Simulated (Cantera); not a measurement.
# Thermodynamics of metals in furnace atmospheres, feed Cu + CO2 + H2

Charge: 1 mol Cu, 0.12 mol CO2, 4.4 mol H2, equilibrated at 0.100 bar.

Equilibrium computed with Cantera from the NASA thermochemical tables; the gas is ideal and each condensed phase is pure. Candidate condensed phases: C, C6H6, C7H8, C8H18, Cu, CuO, Cu(OH)2, Cu2O, H2O; 113 gas species. The numbers say what is thermodynamically allowed, not how fast it happens.

From 1200 K to 1350 K the condensed part is Cu(s). From 1400 K to 1700 K the condensed part is Cu(l). The main Cu-bearing gas is Cu throughout.

| T (K) | x H2 | x CO | x H2O | x Cu | n Cu(s) | n Cu(l) |
|---|---|---|---|---|---|---|
| 1200 | 0.947 | 0.0260 | 0.0260 | 1.23e-7 | 1.000 | 0 |
| 1250 | 0.947 | 0.0261 | 0.0261 | 4.64e-7 | 1.000 | 0 |
| 1300 | 0.947 | 0.0261 | 0.0261 | 1.58e-6 | 1.000 | 0 |
| 1350 | 0.947 | 0.0262 | 0.0262 | 4.89e-6 | 1.000 | 0 |
| 1400 | 0.947 | 0.0262 | 0.0262 | 1.35e-5 | 0 | 1.000 |
| 1450 | 0.947 | 0.0262 | 0.0262 | 3.44e-5 | 0 | 1.000 |
| 1500 | 0.947 | 0.0263 | 0.0263 | 8.22e-5 | 0 | 1.000 |
| 1550 | 0.947 | 0.0263 | 0.0263 | 0.000186 | 0 | 0.999 |
| 1600 | 0.947 | 0.0263 | 0.0263 | 0.000398 | 0 | 0.998 |
| 1650 | 0.946 | 0.0263 | 0.0263 | 0.000812 | 0 | 0.996 |
| 1700 | 0.945 | 0.0263 | 0.0263 | 0.00159 | 0 | 0.993 |
x: gas mole fraction; n: condensed amount in mol.
